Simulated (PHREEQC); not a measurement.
# Copper plating or etch bath (model solution)

A solution holds 3.7 mmol/kgw Cu(BF4)2, 30 mmol/kgw HCl and 0.69 mmol/kgw H3BO3, at 25 °C. Closed to the air; pH follows from the charge balance.

The numbers come from PHREEQC with the ion-association model, phreeqc.dat.

Each row changes one thing in this solution. This is a speciation only: nothing precipitates in the calculation.

| case | pH | ionic strength (mol/kgw) | HF (mol/kgw) | BF4- (mol/kgw) | Cu+2 (mol/kgw) | H3BO3 (mol/kgw) |
|---|---|---|---|---|---|---|
| as made | 1.60 | 0.0396 | 0.00607 | 0.00554 | 0.00355 | 0.00214 |
| Cu(BF4)2 from 0.0037 to 0.00037 mol/kgw | 1.59 | 0.0305 | 0.00247 | 8.86e-5 | 0.000354 | 0.00132 |
| H3BO3 replaced by HBF4 at the same molality | 1.60 | 0.0401 | 0.00669 | 0.00608 | 0.00355 | [?] |
| H3BO3 from 0.00069 to 0.000759 mol/kgw | 1.60 | 0.0396 | 0.00603 | 0.00555 | 0.00355 | 0.00220 |
| 0.018 mol/kgw CO2 added | 1.60 | 0.0396 | 0.00607 | 0.00554 | 0.00355 | 0.00214 |
| temperature from 25 to 40 °C | 1.61 | 0.0389 | [?] | 0.00511 | 0.00341 | 0.00255 |

Problem. Complete the blanks.

Solution. 
- H3BO3 replaced by HBF4 at the same molality, H3BO3 (mol/kgw): 0.00161
- temperature from 25 to 40 °C, HF (mol/kgw): 0.00776

Complexes and solids missing from the database can't appear. Constants without temperature data keep their 25 °C values here. Real BF4- forms and hydrolyses slowly; the run takes it at equilibrium.
